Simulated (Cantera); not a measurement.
An isothermal, constant-pressure homogeneous reactor starts with CH4 : O2 : N2 = 0.002 : 0.016 : 1 (molar parts), equivalence ratio 0.25, at 1298 K and 760 Torr. Integrator tolerance rtol = 1e-08.

Detailed kinetics in Cantera: GRI-Mech 3.0 (53 species, 325 reactions).

Q: What does this change do: temperature 1298 to 1500 K?

A: 
```csv
quantity,before,after
x(CH4) at 100 s,<1e-12 (gas-phase equilibrium <1e-12),<1e-12 (gas-phase equilibrium <1e-12)
x(O2) at 100 s,0.0118 (gas-phase equilibrium 0.0117),0.0118 (gas-phase equilibrium 0.0116)
x(C2H2) at 100 s,<1e-12 (gas-phase equilibrium <1e-12),<1e-12 (gas-phase equilibrium <1e-12)
x(CH2) at 100 s,<1e-12 (gas-phase equilibrium <1e-12),<1e-12 (gas-phase equilibrium <1e-12)
x(C2H) at 100 s,<1e-12 (gas-phase equilibrium <1e-12),<1e-12 (gas-phase equilibrium <1e-12)
x(NO) at 100 s,1.63e-7 (gas-phase equilibrium 0.000104),2.14e-6 (gas-phase equilibrium 0.000323)
x(C2H4) at 100 s,<1e-12 (gas-phase equilibrium <1e-12),<1e-12 (gas-phase equilibrium <1e-12)
```
